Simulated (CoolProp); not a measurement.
Dodecamethylpentasiloxane (MD3M) along the isobar 4.86 MPa: Z from the reference equation and from simpler models built on Tc = 628.0 K, pc = 0.9540 MPa, ω = 0.730; each cubic takes its own stable root.

Model: reference Helmholtz-energy equation of state, Thol 2019, in CoolProp.

```json
[
 {"T (K)": "270", "phase": "liquid", "reference": "0.9233", "van der Waals": "1.676", "Redlich-Kwong": "1.149", "Soave-Redlich-Kwong": "(withheld)", "Peng-Robinson": "0.9890"},
 {"T (K)": "284.9", "phase": "liquid", "reference": "0.8888", "van der Waals": "1.601", "Redlich-Kwong": "1.100", "Soave-Redlich-Kwong": "1.055", "Peng-Robinson": "0.9438"},
 {"T (K)": "299.7", "phase": "liquid", "reference": "0.8581", "van der Waals": "1.534", "Redlich-Kwong": "(withheld)", "Soave-Redlich-Kwong": "1.011", "Peng-Robinson": "(withheld)"},
 {"T (K)": "314.6", "phase": "liquid", "reference": "0.8306", "van der Waals": "1.473", "Redlich-Kwong": "(withheld)", "Soave-Redlich-Kwong": "0.9710", "Peng-Robinson": "(withheld)"},
 {"T (K)": "329.5", "phase": "liquid", "reference": "0.8058", "van der Waals": "1.419", "Redlich-Kwong": "0.9821", "Soave-Redlich-Kwong": "0.9352", "Peng-Robinson": "0.8355"},
 {"T (K)": "344.3", "phase": "liquid", "reference": "0.7838", "van der Waals": "1.369", "Redlich-Kwong": "0.9509", "Soave-Redlich-Kwong": "0.9033", "Peng-Robinson": "(withheld)"},
 {"T (K)": "359.2", "phase": "liquid", "reference": "0.7639", "van der Waals": "1.324", "Redlich-Kwong": "0.9225", "Soave-Redlich-Kwong": "0.8745", "Peng-Robinson": "0.7806"},
 {"T (K)": "374.1", "phase": "liquid", "reference": "0.7460", "van der Waals": "1.283", "Redlich-Kwong": "(withheld)", "Soave-Redlich-Kwong": "0.8486", "Peng-Robinson": "0.7572"}
]
```

### Question
Fill in the missing entries.

### Answer

- 270, Soave-Redlich-Kwong: 1.106
- 299.7, Redlich-Kwong: 1.056
- 299.7, Peng-Robinson: 0.9038
- 314.6, Redlich-Kwong: 1.017
- 314.6, Peng-Robinson: 0.8678
- 344.3, Peng-Robinson: 0.8067
- 374.1, Redlich-Kwong: 0.8969
